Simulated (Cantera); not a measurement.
A Cantera script and what it prints.

```python
import numpy as np
import cantera as ct

gas_names = """
    AL ALCL ALCL2 ALCL3 ALH AL2 AL2CL6 CL CL2 H HCL H2
""".split()
cond_names = """
    AL(cr) AL(L) ALCL3(s) ALCL3(L)
""".split()


# ... load() reads the species with a 1 bar reference pressure and builds the phases ...
atoms = {
    'AlCl3': {'AL': 1, 'CL': 3},
    'HCl': {'H': 1, 'CL': 1},
    'H2': {'H': 2},
}
top_T = {}  # K; cautious upper limits of use, not melting points


# ... equilibrate(T, P, feed) seeds the gas with the atoms and calls Mixture.equilibrate('TP', solver="vcs", rtol=1e-11, max_steps=5000) ...
results = []
feed = {'AlCl3': 1, 'HCl': 2.4, 'H2': 470}  # mol
P = 1000  # Pa
for T in [650, 750, 850, 950, 1050, 1150, 1250, 1350, 1450, 1550, 1650, 1750, 1850]:
    mix = equilibrate(T, P, feed)
    results.append((T, P, feed, dict(zip(mix.species_names, mix.species_moles))))
    x = sorted(zip(gas.X, gas.species_names), reverse=True)
    print(f"T = {T:g} K  P = {P:g} Pa  gas = {mix.phase_moles(0):.4g} mol")
    print("   x: " + "  ".join(f"{s} {v:.3e}" for v, s in x if v > 1e-05))
    print("   condensed (mol): " + ("  ".join(f"{mix.phase(i).name} {mix.phase_moles(i):.4g}"
          for i in range(1, mix.n_phases) if mix.phase_moles(i) > 1e-12) or "none"))
```

Output:

```
T = 650 K  P = 1000 Pa  gas = 473.4 mol
   x: H2 9.928e-01  HCL 5.070e-03  ALCL3 2.094e-03
   condensed (mol): none
T = 750 K  P = 1000 Pa  gas = 473.4 mol
   x: H2 9.928e-01  HCL 5.070e-03  ALCL3 2.111e-03
   condensed (mol): none
T = 850 K  P = 1000 Pa  gas = 473.4 mol
   x: H2 9.928e-01  HCL 5.070e-03  ALCL3 2.112e-03
   condensed (mol): none
T = 950 K  P = 1000 Pa  gas = 473.4 mol
   x: H2 9.928e-01  HCL 5.070e-03  ALCL3 2.112e-03
   condensed (mol): none
T = 1050 K  P = 1000 Pa  gas = 473.4 mol
   x: H2 9.928e-01  HCL 5.083e-03  ALCL3 2.102e-03
   condensed (mol): none
T = 1150 K  P = 1000 Pa  gas = 473.4 mol
   x: H2 9.926e-01  HCL 5.263e-03  ALCL3 1.987e-03  ALCL 6.903e-05  ALCL2 5.576e-05
   condensed (mol): none
T = 1250 K  P = 1000 Pa  gas = 473.7 mol
   x: H2 9.915e-01  HCL 6.354e-03  ALCL3 1.378e-03  ALCL 5.550e-04  ALCL2 1.777e-04
   condensed (mol): none
T = 1350 K  P = 1000 Pa  gas = 474.1 mol
   x: H2 9.898e-01  HCL 8.056e-03  ALCL 1.388e-03  ALCL3 5.026e-04  ALCL2 2.187e-04  H 2.371e-05
   condensed (mol): none
T = 1450 K  P = 1000 Pa  gas = 474.3 mol
   x: H2 9.889e-01  HCL 8.922e-03  ALCL 1.860e-03  ALCL2 1.437e-04  ALCL3 1.048e-04  H 9.405e-05
   condensed (mol): none
T = 1550 K  P = 1000 Pa  gas = 474.4 mol
   x: H2 9.884e-01  HCL 9.154e-03  ALCL 2.009e-03  H 3.131e-04  ALCL2 7.839e-05  ALCL3 1.984e-05
   condensed (mol): none
T = 1650 K  P = 1000 Pa  gas = 474.6 mol
   x: H2 9.878e-01  HCL 9.214e-03  ALCL 2.058e-03  H 9.029e-04  ALCL2 4.340e-05
   condensed (mol): none
T = 1750 K  P = 1000 Pa  gas = 474.9 mol
   x: H2 9.863e-01  HCL 9.226e-03  H 2.310e-03  ALCL 2.073e-03  ALCL2 2.527e-05  CL 1.666e-05
   condensed (mol): none
T = 1850 K  P = 1000 Pa  gas = 475.7 mol
   x: H2 9.833e-01  HCL 9.213e-03  H 5.342e-03  ALCL 2.069e-03  CL 3.803e-05  AL 1.649e-05  ALCL2 1.545e-05
   condensed (mol): none
```

These are equilibrium values from Cantera (NASA tables, ideal gas, pure condensed phases), not measurements of a reactor. The tables' values for AlCl2 are old estimates; treat these amounts as uncertain.
